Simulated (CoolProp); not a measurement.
Tetradecamethylhexasiloxane (MD4M) along the isobar 1.01 bar: fugacity coefficient from the reference equation and from simpler models built on Tc = 653.2 K, pc = 8.286 bar, ω = 0.800; each cubic takes its own stable root.

The numbers come from the reference Helmholtz-energy equation of state, Thol 2019 in CoolProp.

| T (K) | phase | reference | Redlich-Kwong | Soave-Redlich-Kwong | Peng-Robinson |
|---|---|---|---|---|---|
| 515.5 | liquid | 0.6211 | 0.9198 | 0.6328 | 0.6400 |
| 519.9 | liquid | 0.6839 | 0.9216 | 0.6978 | 0.7042 |
| 524.3 | liquid | 0.7510 | 0.9234 | 0.7675 | 0.7728 |
| 528.7 | liquid | 0.8225 | 0.9252 | 0.8419 | 0.8460 |
| 537.4 | gas | 0.8952 | 0.9285 | 0.9113 | 0.9068 |
| 541.8 | gas | 0.8985 | 0.9301 | 0.9139 | 0.9094 |
| 546.2 | gas | 0.9018 | 0.9316 | 0.9164 | 0.9119 |
| 550.6 | gas | 0.9049 | 0.9332 | 0.9189 | 0.9143 |
| 555 | gas | 0.9078 | 0.9346 | 0.9212 | 0.9166 |
| 559.4 | gas | 0.9107 | 0.9360 | 0.9235 | 0.9189 |
| 563.8 | gas | 0.9135 | 0.9374 | 0.9257 | 0.9211 |
| 568.2 | gas | 0.9161 | 0.9388 | 0.9279 | 0.9232 |
| 572.6 | gas | 0.9187 | 0.9401 | 0.9299 | 0.9253 |
| 576.9 | gas | 0.9211 | 0.9413 | 0.9319 | 0.9273 |

At some of these states Redlich-Kwong gives the other phase, because its saturation line lies elsewhere.
